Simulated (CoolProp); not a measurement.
Properties of R141b along the isotherm 318.5 K (Tc = 477.5 K, pc = 4.212 MPa, ω = 0.220).

Values from CoolProp's reference Helmholtz-energy equation of state, Lemmon 2006. It is a short technical equation, of lower accuracy than the large ones.

```
p (MPa)   phase  density (kg/m³)  isothermal compressibility (1/MPa)  fugacity coefficient
-------  ------  ---------------  ----------------------------------  --------------------
0.133       gas            6.142                               7.887                0.9588
0.237    liquid             1194                                 ___                0.6362
0.421    liquid             1194                            0.002152                0.3606
0.749    liquid             1195                            0.002135                0.2051
1.33     liquid             1196                            0.002107                   ___
2.37     liquid             1199                            0.002058               0.06883
4.21     liquid             1204                            0.001978               0.04146
7.49     liquid             1211                            0.001851                   ___
13.3     liquid             1224                                 ___               0.01827
23.7     liquid             1243                                 ___               0.01488
42.1     liquid             1273                            0.001138               0.01597
```

Fill in the missing entries.


- 0.237, isothermal compressibility (1/MPa): 0.002161
- 1.33, fugacity coefficient: 0.1180
- 7.49, fugacity coefficient: 0.02627
- 13.3, isothermal compressibility (1/MPa): 0.001666
- 23.7, isothermal compressibility (1/MPa): 0.001421
